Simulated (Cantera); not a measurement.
Feed: 1 mol trisilylamine, 18 mol N2, at 10000 Pa.

Equilibrium computed with Cantera from the NASA thermochemical tables; the gas is ideal and each condensed phase is pure. Candidate condensed phases: Si, Si3N4; 18 gas species. The feed counts by its element totals alone. Gases not in the tables: Si2H6 and higher silanes. The numbers say what is thermodynamically allowed, not how fast it happens.

### Question
Which condensed phases are stable at each of these points (T (K)): 973, 1073, 1173, 1273, 1373, 1473, 1573, 1673, 1773, 1873, 1973, 2073?

### Answer
| T (K) | condensed phases | Si condensed (%) |
|---|---|---|
| 973 | Si3N4(s) | 100.0 |
| 1073 | Si3N4(s) | 100.0 |
| 1173 | Si3N4(s) | 100.0 |
| 1273 | Si3N4(s) | 100.0 |
| 1373 | Si3N4(s) | 100.0 |
| 1473 | Si3N4(s) | 100.0 |
| 1573 | Si3N4(s) | 100.0 |
| 1673 | Si3N4(s) | 100.0 |
| 1773 | Si3N4(s) | 100.0 |
| 1873 | Si3N4(s) | 100.0 |
| 1973 | Si(l) | 99.6 |
| 2073 | Si(l) | 99.0 |

From 973 K to 1873 K the condensed part is Si3N4(s). From 1973 K to 2073 K the condensed part is Si(l).
